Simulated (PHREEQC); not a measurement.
Ca(OH)2 is added in steps, without added water, to 1 kg of water holding 0.0068 mol/kgw HNO3, 0.022 mol/kgw NaCl and 0.00039 mol/kgw KCl, at 25 °C. O2 is buffered at 0.21 atm. CO2 from the air is kept out. The run lets Portlandite, Halite precipitate or redissolve, and no other solid.

Base run: PHREEQC, ion-association model, wateq4f.dat. Each further column changes one thing. The table gives pH.

```csv
Ca(OH)2 added (mol),base,HNO3 replaced by Fe(NO3)3 at the same molality,NaCl left out,no solid may form
0,2.23,___,2.20,2.23
0.000475,2.29,2.53,2.27,2.29
0.001187,2.41,___,2.39,2.41
0.001662,2.52,2.73,2.50,2.52
0.002375,2.75,___,2.73,2.75
0.00285,3.02,2.85,3.00,3.02
0.003325,3.88,___,3.86,3.88
0.004038,11.01,2.87,11.04,11.01
0.004513,11.25,___,11.27,11.25
0.005225,11.46,2.91,11.48,11.46
0.0057,11.56,2.92,11.58,11.56
```

Question: Some entries are withheld; supply them.

Answer: 
- 0, HNO3 replaced by Fe(NO3)3 at the same molality: 2.46
- 0.001187, HNO3 replaced by Fe(NO3)3 at the same molality: 2.64
- 0.002375, HNO3 replaced by Fe(NO3)3 at the same molality: 2.84
- 0.003325, HNO3 replaced by Fe(NO3)3 at the same molality: 2.86
- 0.004513, HNO3 replaced by Fe(NO3)3 at the same molality: 2.88

 Solids allowed in the column 'HNO3 replaced by Fe(NO3)3 at the same molality': Portlandite, Fe(OH)3(a), Halite. Solids allowed in the column 'NaCl left out': Portlandite.
